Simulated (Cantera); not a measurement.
Ammonia decomposition in nitride growth gas

A perfectly stirred reactor is fed with 56.8 % NH₃, 43.2 % N₂, at 31.5 Torr; it is held at 1675 K, and followed from long to short residence time.

Computed with Cantera and the gas-phase N/H chemistry of the illustrative SiF4/NH3 mechanism in the Surface Chemkin manual (1991). Walls and surfaces, which speed up NH3 decomposition in real reactors, are not modelled.

```json
[
 {"τ (s)": "7.9", "x NH₃": "0.384", "x H₂": "0.176", "x H": "2.88e-5", "x N": "6.64e-8", "x NH₂": "0.000156", "x N₂H₄": "1.14e-8", "x N₂H₂": "9.03e-7"},
 {"τ (s)": "2.4", "x NH₃": "0.492", "x H₂": "0.0730", "x H": "1.15e-5", "x N": "4.70e-8", "x NH₂": "0.000191", "x N₂H₄": "1.71e-8", "x N₂H₂": "1.35e-6"},
 {"τ (s)": "0.73", "x NH₃": "0.542", "x H₂": "0.0246", "x H": "3.95e-6", "x N": "2.13e-8", "x NH₂": "0.000213", "x N₂H₄": "2.11e-8", "x N₂H₂": "1.56e-6"},
 {"τ (s)": "0.22", "x NH₃": "0.561", "x H₂": "0.00717", "x H": "1.21e-6", "x N": "6.32e-9", "x NH₂": "0.000218", "x N₂H₄": "2.23e-8", "x N₂H₂": "1.52e-6"},
 {"τ (s)": "0.067", "x NH₃": "0.566", "x H₂": "0.00176", "x H": "3.23e-7", "x N": "1.49e-9", "x NH₂": "0.000197", "x N₂H₄": "1.82e-8", "x N₂H₂": "1.19e-6"},
 {"τ (s)": "0.020", "x NH₃": "0.568", "x H₂": "0.000246", "x H": "5.96e-8", "x N": "2.13e-10", "x NH₂": "0.000124", "x N₂H₄": "7.18e-9", "x N₂H₂": "4.51e-7"},
 {"τ (s)": "0.0061", "x NH₃": "0.568", "x H₂": "2.82e-5", "x H": "1.75e-8", "x N": "2.77e-11", "x NH₂": "4.38e-5", "x N₂H₄": "8.94e-10", "x N₂H₂": "5.12e-8"},
 {"τ (s)": "0.0019", "x NH₃": "0.568", "x H₂": "7.04e-6", "x H": "1.42e-8", "x N": "3.29e-12", "x NH₂": "1.37e-5", "x N₂H₄": "8.70e-11", "x N₂H₂": "4.46e-9"},
 {"τ (s)": "0.00056", "x NH₃": "0.568", "x H₂": "2.02e-6", "x H": "1.38e-8", "x N": "<1e-12", "x NH₂": "4.04e-6", "x N₂H₄": "7.28e-12", "x N₂H₂": "3.16e-10"},
 {"τ (s)": "0.00017", "x NH₃": "0.568", "x H₂": "6.02e-7", "x H": "1.36e-8", "x N": "<1e-12", "x NH₂": "1.22e-6", "x N₂H₄": "<1e-12", "x N₂H₂": "1.88e-11"}
]
```
x: mole fraction; the columns are a selection and need not sum to one.
